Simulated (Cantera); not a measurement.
Input (Python, Cantera):

```python
import numpy as np
import cantera as ct

gas = ct.Solution("gri30.yaml")


def delay(T, t_max=10):
    gas.TPX = T, 65000, {'C3H8': 2.4, 'O2': 7.25, 'N2': 27.2}
    reactor = ct.IdealGasReactor(gas, clone=False)
    net = ct.ReactorNet([reactor])
    net.rtol, net.atol = 1e-8, 1e-16
    while net.time < t_max:
        t_old, T_old = net.time, reactor.T
        net.step()
        if reactor.T > T + 400:  # ignition: a rise of 400 K
            return t_old + (T + 400 - T_old) / (reactor.T - T_old) * (net.time - t_old)
    return np.nan


taus = []
for T in [1150, 1225, 1300, 1375, 1450, 1525, 1600]:
    taus.append(delay(T))
    print(f"T0 = {T:6g} K   tau = {taus[-1]:.4e} s")
```

Result:

```
T0 =   1150 K   tau = 2.0763e-02 s
T0 =   1225 K   tau = 4.3293e-03 s
T0 =   1300 K   tau = 1.1448e-03 s
T0 =   1375 K   tau = 3.8318e-04 s
T0 =   1450 K   tau = 1.5845e-04 s
T0 =   1525 K   tau = 7.8280e-05 s
T0 =   1600 K   tau = 4.4604e-05 s
```

Cantera simulation using GRI-Mech 3.0 (53 species, 325 reactions); the numbers are that mechanism's predictions, not measurements. GRI-Mech 3.0 was tuned for natural gas; its chemistry of propane as a main component is partial and can be far from experiment.
